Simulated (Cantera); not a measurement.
Input: 1 mol SiH₂Cl₂, 0.013 mol CH₄, 120 mol H₂, equilibrated at 2600 Pa.

Equilibrium computed with Cantera from the NASA thermochemical tables; the gas is ideal and each condensed phase is pure. Candidate condensed phases: C, C₆H₆, C₇H₈, C₈H₁₈, Si, SiC; 109 gas species. Mutual solubility and eutectic melting of coexisting phases are not modelled. The tables' values for SiCl are old estimates; treat these amounts as uncertain. Gases not in the tables: Si₂H₆ and higher silanes. Equilibrium is a limit: real reactors are often held back by kinetics, nucleation or transport.

**Question.** At 1750 K, list the 4 most abundant gas species with their mole fractions, and the condensed phases.

**Answer.** H₂ 0.983, HCl 0.0148, H 0.00143, SiCl₂ 0.000745. Condensed: Si(l) + SiC(s).
